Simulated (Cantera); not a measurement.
Mixture: H₂ : O₂ : N₂ : H₂O = 1 : 0.227 : 1.14 : 0.47 (molar parts), equivalence ratio 2.2, at 500000 Pa, adiabatic and at constant volume. Ignition delay is the time to a rise of 400 K.

Model: the H2/O2 subset of GRI-Mech 3.0, which has no nitrogen chemistry, integrated in Cantera. The hydrogen kinetics of GRI-Mech 3.0 are dated; newer H2 mechanisms differ, most at raised pressure.

### Question
At T0 = 1625 K, what is the delay, and which 5 reactions control it most (d ln τ / d ln k, from doubling and halving each rate constant)?

### Answer
The delay is 3.10 µs.
| reaction | d ln τ / d ln k | faster rate |
|---|---|---|
| H + O2 <=> O + OH | -0.72 | shortens it |
| H2 + O <=> H + OH | -0.09 | shortens it |
| H2 + OH <=> H + H2O | -0.06 | shortens it |
| H + HO2 <=> H2 + O2 | -0.06 | shortens it |
| H + HO2 <=> 2 OH | -0.03 | shortens it |
